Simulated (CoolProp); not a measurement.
Vapour-liquid equilibrium of R22 (1) + dimethyl ether (2) at 269 kPa; x and y are mole fractions of (1).

Computed with CoolProp (multi-fluid Helmholtz-energy mixture model, Kamei 1995 and Wu 2011; pair parameters Bell 2016).

### Question
Give the bubble temperature and the first vapour's composition at x = 0.05, 0.15, 0.65. Is there an azeotrope?

### Answer
x = 0.05: 273.7 K, y = 0.040; x = 0.15: 274.3 K, y = 0.135; x = 0.65: 267.8 K, y = 0.809. y crosses x between x = 0.15 and 0.25: the model has an azeotrope there.

Pair parameters are fitted to limited data, so mixtures are less certain than the pure fluids.
